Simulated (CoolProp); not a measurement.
n-butane at several states: density (kg/m³) from the reference equation and from simpler models built on Tc = 152.0 °C, pc = 3.796 MPa, ω = 0.201; each cubic takes its own stable root.

Model: reference Helmholtz-energy equation of state, Bücker 2006, in CoolProp.

```csv
T (°C),p (MPa),phase,reference
-62.05,0.0167,liquid,663.4
184.65,6.03,supercritical,238.9
279.95,0.524,gas,6.745
```

### Question
How far does each simpler model (van der Waals, Redlich-Kwong, Soave-Redlich-Kwong, Peng-Robinson) lie from the reference over these 3 states: mean and median of the absolute difference, and the worst?

### Answer
- van der Waals: mean 35.3 %, median 5.6 %, worst -99.9 % at -62.05 °C and 0.0167 MPa
- Redlich-Kwong: mean 4.1 %, median 3.8 %, worst -8.2 % at -62.05 °C and 0.0167 MPa
- Soave-Redlich-Kwong: mean 6.3 %, median 7.0 %, worst -11.9 % at 184.65 °C and 6.03 MPa
- Peng-Robinson: mean 3.6 %, median 4.7 %, worst -5.7 % at 184.65 °C and 6.03 MPa

At some of these states van der Waals gives the other phase, because its saturation line lies elsewhere.
